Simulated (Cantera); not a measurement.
Mixture: CH4 : C2H6 : O2 : N2 = 1 : 0.056 : 1.46 : 8.64 (molar parts), at 1.01 bar, adiabatic and at constant volume. Ignition delay is the time to a rise of 400 K.

Computed with Cantera and GRI-Mech 3.0 (53 species, 325 reactions).

Task: What does this change do: CH4 1 to 1.3 parts?

Result: 
| quantity | before | after |
|---|---|---|
| delay at 1275 K | 8.21 ms | 11.5 ms |
| delay at 1375 K | 2.51 ms | 3.38 ms |
| delay at 1475 K | 0.814 ms | 1.06 ms |
| delay at 1575 K | 0.298 ms | 0.376 ms |
| delay at 1675 K | 0.129 ms | 0.158 ms |
| delay at 1775 K | 66.5 µs | 79.1 µs |
| delay at 1875 K | 39.3 µs | 45.8 µs |
| apparent activation energy between 1675 and 1875 K | 160 kJ/mol | 160 kJ/mol |
